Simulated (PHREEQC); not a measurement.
Phosphoric acid bath: speciation

Consider water at 25 °C with 0.0087 mol/kgw KH2PO4, 0.029 mol/kgw H2SO4 and 0.011 mol/kgw H3AsO4. Closed to the air; pH follows from the charge balance.

Equilibrium calculation in PHREEQC: ion-association model, wateq4f.dat.

Each row changes one thing in this solution. Precipitation was switched off in this run.

| case | pH | ionic strength (mol/kgw) | H3AsO4 (mol/kgw) | H3PO4 (mol/kgw) | H2PO4- (mol/kgw) | H2AsO4- (mol/kgw) |
|---|---|---|---|---|---|---|
| as made | 1.52 | 0.0548 | 0.00911 | 0.00681 | 0.00189 | 0.00189 |
| diluted 5-fold with water | 2.07 | 0.0148 | (withheld) | 0.000915 | 0.000825 | 0.000881 |
| temperature from 25 to 5 °C | 1.49 | 0.0598 | 0.00890 | (withheld) | 0.00218 | 0.00210 |
| H2SO4 left out | (withheld) | 0.0126 | 0.00427 | 0.00278 | 0.00592 | 0.00673 |
| diluted 100-fold with water | 3.20 | 0.00102 | (withheld) | 7.18e-6 | 7.98e-5 | 9.80e-5 |
| H3AsO4 from 0.011 to 0.0011 mol/kgw | 1.54 | 0.0536 | 0.000905 | 0.00675 | (withheld) | 0.000195 |

Problem. What belongs in the gaps?

Solution. 
- diluted 5-fold with water, H3AsO4 (mol/kgw): 0.00132
- temperature from 25 to 5 °C, H3PO4 (mol/kgw): 0.00652
- H2SO4 left out, pH: 2.45
- diluted 100-fold with water, H3AsO4 (mol/kgw): 1.20e-5
- H3AsO4 from 0.011 to 0.0011 mol/kgw, H2PO4- (mol/kgw): 0.00195

Species that the database lacks are ignored. H3PO4, which wateq4f.dat lacks, is added to it with the constant of phreeqc.dat. Constants without temperature data keep their 25 °C values here.
